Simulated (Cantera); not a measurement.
An isothermal, constant-pressure homogeneous reactor starts with N2O : H2O = 1 : 0.0063 (molar parts), at 1273 K and 48.8 Torr.

Cantera simulation using GRI-Mech 3.0 (53 species, 325 reactions); the numbers are that mechanism's predictions, not measurements. GRI-Mech 3.0 was tuned for natural gas; its chemistry of N2O as a main component is partial and can be far from experiment. The mechanism lacks the step 2 NO + O2 → 2 NO2, which can matter for NO2 below about 1400 K. The temperature is held fixed by assumption; the heat of reaction is taken as removed at once.

x: mole fraction; the columns are a selection and need not sum to one.

```json
[
 {"t (s)": "0.000100", "x N2O": "0.994", "x H2O": "0.00626", "x H2O2": "<1e-12", "x NO": "9.37e-7", "x HO2": "5.68e-10"},
 {"t (s)": "0.000242", "x N2O": "0.994", "x H2O": "0.00626", "x H2O2": "<1e-12", "x NO": "3.53e-6", "x HO2": "5.59e-9"},
 {"t (s)": "0.000588", "x N2O": "0.994", "x H2O": "0.00626", "x H2O2": "2.92e-12", "x NO": "1.05e-5", "x HO2": "4.28e-8"},
 {"t (s)": "0.00143", "x N2O": "0.993", "x H2O": "0.00626", "x H2O2": "6.97e-11", "x NO": "[?]", "x HO2": "[?]"},
 {"t (s)": "0.00346", "x N2O": "0.993", "x H2O": "0.00626", "x H2O2": "1.82e-9", "x NO": "6.88e-5", "x HO2": "1.16e-6"},
 {"t (s)": "0.00838", "x N2O": "0.992", "x H2O": "0.00625", "x H2O2": "1.78e-8", "x NO": "0.000167", "x HO2": "2.94e-6"},
 {"t (s)": "0.0203", "x N2O": "0.989", "x H2O": "0.00625", "x H2O2": "2.39e-8", "x NO": "0.000392", "x HO2": "3.17e-6"},
 {"t (s)": "0.0492", "x N2O": "0.983", "x H2O": "0.00623", "x H2O2": "1.16e-8", "x NO": "0.000916", "x HO2": "2.20e-6"},
 {"t (s)": "0.119", "x N2O": "0.967", "x H2O": "0.00620", "x H2O2": "4.85e-9", "x NO": "0.00217", "x HO2": "1.38e-6"},
 {"t (s)": "0.289", "x N2O": "0.931", "x H2O": "0.00612", "x H2O2": "1.94e-9", "x NO": "0.00516", "x HO2": "7.70e-7"},
 {"t (s)": "0.702", "x N2O": "0.850", "x H2O": "0.00595", "x H2O2": "9.33e-10", "x NO": "0.0119", "x HO2": "3.65e-7"},
 {"t (s)": "1.70", "x N2O": "0.690", "x H2O": "0.00562", "x H2O2": "6.63e-10", "x NO": "0.0254", "x HO2": "1.49e-7"},
 {"t (s)": "4.12", "x N2O": "[?]", "x H2O": "[?]", "x H2O2": "5.60e-10", "x NO": "[?]", "x HO2": "[?]"},
 {"t (s)": "10.0", "x N2O": "0.163", "x H2O": "0.00452", "x H2O2": "4.66e-10", "x NO": "0.0688", "x HO2": "1.49e-8"}
]
```

Question: Complete the blanks.

Answer: 
- 0.00143, x NO: 2.76e-5
- 0.00143, x HO2: 2.58e-7
- 4.12, x N2O: 0.434
- 4.12, x H2O: 0.00508
- 4.12, x NO: 0.0467
- 4.12, x HO2: 5.18e-8
